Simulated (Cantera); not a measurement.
An adiabatic, constant-pressure homogeneous reactor starts with 2.05 % CH4, 0.533 % H2, 12.5 % O2, 84.9 % N2, at 1673 K and 3750 Torr.

Cantera simulation using GRI-Mech 3.0 (53 species, 325 reactions); the numbers are that mechanism's predictions, not measurements.

Problem. Predict: time of steepest temperature rise; temperature at 1.00 s; equilibrium temperature; x(H2) at 1.00 s; x(O2) at 1.00 s; x(N2O) at 1.00 s.

Solution. 
```
Property                                                             Value
---------------------------------  ---------------------------------------
time of steepest temperature rise                                  47.1 µs
temperature at 1.00 s                                               2131 K
equilibrium temperature                                             2131 K
x(H2) at 1.00 s                    5.40e-5 (gas-phase equilibrium 5.40e-5)
x(O2) at 1.00 s                      0.0777 (gas-phase equilibrium 0.0776)
x(N2O) at 1.00 s                   8.79e-7 (gas-phase equilibrium 8.79e-7)
```
